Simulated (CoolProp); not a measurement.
Saturation properties of cyclopropane.

Computed with CoolProp (reference Helmholtz-energy equation of state, Polt 1992). This equation is an older, rougher fit; its heat capacities, sound speeds and derivatives of the liquid may be far off and weren't checked against measurements.

```
T (°C)  p (MPa)  liquid density (kg/m³)  vapour density (kg/m³)  surface tension (mN/m)
------  -------  ----------------------  ----------------------  ----------------------
33.95    0.9157                   604.9                   17.81                    9.82
41.05     1.092                   593.1                   21.22                    8.83
48.15     1.291                   580.9                   25.15                    7.86
55.35     1.520                   567.9                   29.76                    6.91
62.45     1.773                   554.5                   35.03                    6.00
69.55     2.055                   540.2                   41.13                    5.12
76.65     2.369                   525.0                   48.24                    4.28
83.85     2.722                   508.3                   56.74                    3.47
```

Surface tension comes from a separate correlation (Mulero 2014).
